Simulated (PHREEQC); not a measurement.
A PHREEQC speciation (ion-association model, wateq4f.dat) at 45 °C gives pH 5.21 and these molalities:

| species | mol/kgw |
|---|---|
| Zn+2 | 0.129 |
| ZnSO4 | 0.112 |
| SO4-2 | 0.0793 |
| Zn(SO4)2-2 | 0.0492 |
| ZnOH+ | 3.06e-5 |

Q: What are the element totals, and what could have been dissolved in 1 kg of water to give them?

A: Several could match; the one computed here: totals S(6) 0.290, Zn 0.290 mol/kgw, from 0.29 mol/kgw ZnSO4.

No solid was allowed to form. Species that the database lacks are ignored. Constants without temperature data keep their 25 °C values here.
